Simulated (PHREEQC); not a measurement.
Solution A (3.8 mmol/kgw CdCl2, 9.5 mmol/kgw Na2SO4 and 0.62 mmol/kgw NiCl2) is mixed with solution B (16 mmol/kgw HCl, 0.067 mmol/kgw Li2SO4 and 1.2 mmol/kgw Na2SO4) at 25 °C; shares are by mass of water, 1 kg in all. O2 is buffered at 0.21 atm. CO2 from the air is kept out. The run lets Cd(OH)2, CdOHCl, Ni(OH)2, Ni4(OH)6SO4, Halite, Mirabilite, Morenosite precipitate or redissolve, and no other solid.

All values are PHREEQC results (ion-association model, wateq4f.dat), not measurements.

Predict pH, SO4-2 (mol/kgw), Ni+2 (mol/kgw) at share of solution B = 0, 0.1, 0.2, 0.7, 0.8.


| share of solution B | pH | SO4-2 (mol/kgw) | Ni+2 (mol/kgw) |
|---|---|---|---|
| 0 | 6.30 | 0.00770 | 0.000444 |
| 0.1 | 2.99 | 0.00679 | 0.000410 |
| 0.2 | 2.67 | 0.00592 | 0.000374 |
| 0.7 | 2.06 | 0.00227 | 0.000160 |
| 0.8 | 1.98 | 0.00168 | 0.000110 |

Species that the database lacks are ignored.
